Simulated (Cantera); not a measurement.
An isothermal, constant-pressure homogeneous reactor starts with 12.4 % H₂, 7.30 % O₂, 80.3 % N₂, at 1025 K and 0.365 atm.

Cantera simulation using the H2/O2 subset of GRI-Mech 3.0, which has no nitrogen chemistry; the numbers are that mechanism's predictions, not measurements. The temperature is held fixed by assumption; the heat of reaction is taken as removed at once.

One state of this run: x H₂ = 1.24e-8; x O₂ = 0.0117; x O = 2.95e-9; x H₂O₂ = 1.57e-9; x H₂O = 0.132; x H = 2.85e-11; x OH = 9.44e-7. x: mole fraction; the columns are a selection and need not sum to one.

Q: Which value of t (s) does it belong to?
(A) 4.80e-5
(B) 1.57
(C) 0.196
(D) 6.00e-6

A: B, 1.57
